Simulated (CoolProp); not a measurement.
Saturation properties of CHF3 (R23) (Tc = 299.3 K, pc = 4.832 MPa, ω = 0.263).

Model: reference Helmholtz-energy equation of state, Penoncello 2003, in CoolProp.

| T (K) | p (MPa) | vapour density (kg/m³) |
|---|---|---|
| 136.4 | 0.0009162 | 0.05670 |
| 142.6 | 0.001935 | 0.1147 |
| 148.8 | 0.003803 | 0.2164 |
| 154.9 | 0.006954 | 0.3811 |
| 161.1 | 0.01216 | 0.6430 |
| 167.3 | 0.02027 | ? |
| 173.5 | 0.03238 | 1.605 |
| 179.6 | 0.04949 | 2.385 |
| 185.8 | 0.07368 | 3.460 |
| 192 | 0.1065 | 4.886 |
| 198.2 | ? | 6.739 |
| 204.3 | ? | 9.062 |
| 210.5 | 0.2763 | 12.02 |
| 216.7 | 0.3650 | 15.70 |

Question: Fill in the missing entries.

Answer: 
- 167.3, vapour density (kg/m³): 1.036
- 198.2, p (MPa): 0.1499
- 204.3, p (MPa): 0.2052

It boils at 191.1 K under 1 atm.
